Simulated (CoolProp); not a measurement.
Sulfur dioxide along the isobar 66.2 bar: Z from the reference equation and from simpler models built on Tc = 430.6 K, pc = 78.87 bar, ω = 0.256; each cubic takes its own stable root.

Computed with CoolProp (reference Helmholtz-energy equation of state, Gao 2016).

| T (K) | phase | reference |
|---|---|---|
| 208.5 | liquid | 0.1522 |
| 217.2 | liquid | 0.1481 |
| 225.9 | liquid | 0.1443 |
| 234.6 | liquid | 0.1409 |
| 243.3 | liquid | 0.1378 |
| 252.1 | liquid | 0.1350 |
| 260.8 | liquid | 0.1324 |
| 269.5 | liquid | 0.1301 |
| 278.2 | liquid | 0.1280 |
| 286.9 | liquid | 0.1261 |
| 295.6 | liquid | 0.1244 |
| 304.3 | liquid | 0.1230 |
| 313 | liquid | 0.1217 |
| 321.8 | liquid | 0.1207 |
| 330.5 | liquid | 0.1199 |

How far does each simpler model (Redlich-Kwong, Soave-Redlich-Kwong) lie from the reference over these 15 states: mean and median of the absolute difference, and the worst?


- Redlich-Kwong: mean 15.2 %, median 15.1 %, worst +16.6 % at 330.5 K and 66.2 bar
- Soave-Redlich-Kwong: mean 11.9 %, median 11.7 %, worst +13.3 % at 208.5 K and 66.2 bar
